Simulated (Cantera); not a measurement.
A perfectly stirred reactor is fed with CO : H2 : O2 : N2 : H2O = 1 : 0.74 : 0.544 : 2.04 : 0.44 (molar parts), equivalence ratio 1.6, at 3750 Torr; it is adiabatic with a 625 K inlet, and is followed from long to short residence time, starting on the burning branch (τ in s: 0.021, 0.012, 0.0066, 0.0037, 0.0021, 0.0012, 0.00066, 0.00037, 0.00021, 0.00012, 6.5e-05).

Computed with Cantera and GRI-Mech 3.0 (53 species, 325 reactions). The hydrogen kinetics of GRI-Mech 3.0 are dated; newer H2 mechanisms differ, most at raised pressure.

Question: What does this change do: inlet temperature 625 to 423 K?

Answer: 
```tsv
quantity	before	after
blow-out, bracketed by the residence times tried	burning at 65.0 µs, the shortest tried	burning at 65.0 µs, the shortest tried
x(CO) at τ = 21.0 ms	0.115	0.113
x(H2) at τ = 21.0 ms	0.0398	0.0418
x(O2) at τ = 21.0 ms	0.000121	0.000102
x(OH) at τ = 21.0 ms	0.00129	0.000763
x(H2O2) at τ = 21.0 ms	3.02e-8	2.45e-8
x(CO) at τ = 1.20 ms	0.115	0.113
x(H2) at τ = 1.20 ms	0.0403	0.0420
x(O2) at τ = 1.20 ms	0.000847	0.000736
x(OH) at τ = 1.20 ms	0.00335	0.00247
x(H2O2) at τ = 1.20 ms	1.66e-7	1.83e-7
```
